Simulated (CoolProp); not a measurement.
Vapour-liquid equilibrium of isopentane (1) + toluene (2) at 467 kPa; x and y are mole fractions of (1).

The numbers come from the multi-fluid Helmholtz-energy mixture model, Lemmon 2006 and Lemmon 2006; pair parameters Bell 2016 in CoolProp.

Give the bubble temperature and the first vapour's composition at x = 0.05, 0.5, 0.875. Is there an azeotrope?

x = 0.05: 436.4 K, y = 0.229; x = 0.5: 376.5 K, y = 0.889; x = 0.875: 358.8 K, y = 0.977. No azeotrope shows between x = 0.05 and 0.95.

Pair parameters are fitted to limited data, so mixtures are less certain than the pure fluids.
